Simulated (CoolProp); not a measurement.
Vapour-liquid equilibrium of propane (1) + R236EA (2) at 889 kPa; x and y are mole fractions of (1).

Computed with CoolProp (multi-fluid Helmholtz-energy mixture model, Lemmon 2009 and Rui 2013; pair parameters Bell 2016).

```json
[
 {"x": "0.05", "bubble temperature, mixture model (°C)": "64.5", "bubble temperature, Raoult's law (°C)": "70.7", "y, mixture model": "0.232", "y, Raoult's law": "0.148"},
 {"x": "0.125", "bubble temperature, mixture model (°C)": "51.5", "bubble temperature, Raoult's law (°C)": "64.7", "y, mixture model": "0.473", "y, Raoult's law": "0.328"},
 {"x": "0.2", "bubble temperature, mixture model (°C)": "42.4", "bubble temperature, Raoult's law (°C)": "59.2", "y, mixture model": "0.611", "y, Raoult's law": "0.469"},
 {"x": "0.275", "bubble temperature, mixture model (°C)": "36.4", "bubble temperature, Raoult's law (°C)": "54.2", "y, mixture model": "0.689", "y, Raoult's law": "0.581"},
 {"x": "0.35", "bubble temperature, mixture model (°C)": "32.6", "bubble temperature, Raoult's law (°C)": "49.7", "y, mixture model": "0.736", "y, Raoult's law": "0.670"},
 {"x": "0.425", "bubble temperature, mixture model (°C)": "30.0", "bubble temperature, Raoult's law (°C)": "45.5", "y, mixture model": "0.766", "y, Raoult's law": "0.742"},
 {"x": "0.5", "bubble temperature, mixture model (°C)": "28.3", "bubble temperature, Raoult's law (°C)": "41.7", "y, mixture model": "0.789", "y, Raoult's law": "0.800"},
 {"x": "0.575", "bubble temperature, mixture model (°C)": "26.9", "bubble temperature, Raoult's law (°C)": "38.1", "y, mixture model": "0.808", "y, Raoult's law": "0.848"},
 {"x": "0.65", "bubble temperature, mixture model (°C)": "25.8", "bubble temperature, Raoult's law (°C)": "34.8", "y, mixture model": "0.826", "y, Raoult's law": "0.887"},
 {"x": "0.725", "bubble temperature, mixture model (°C)": "24.7", "bubble temperature, Raoult's law (°C)": "31.8", "y, mixture model": "0.847", "y, Raoult's law": "0.920"},
 {"x": "0.8", "bubble temperature, mixture model (°C)": "23.8", "bubble temperature, Raoult's law (°C)": "29.0", "y, mixture model": "0.872", "y, Raoult's law": "0.947"},
 {"x": "0.875", "bubble temperature, mixture model (°C)": "23.0", "bubble temperature, Raoult's law (°C)": "26.3", "y, mixture model": "0.907", "y, Raoult's law": "0.970"},
 {"x": "0.95", "bubble temperature, mixture model (°C)": "22.4", "bubble temperature, Raoult's law (°C)": "23.9", "y, mixture model": "0.955", "y, Raoult's law": "0.989"}
]
```

The largest gap from Raoult's law is -17.8 K in bubble temperature, at x = 0.275. No azeotrope shows between x = 0.05 and 0.95.

Pair parameters are fitted to limited data, so mixtures are less certain than the pure fluids. With so large a gap from Raoult's law the liquid may split in two, which this calculation doesn't test in full.
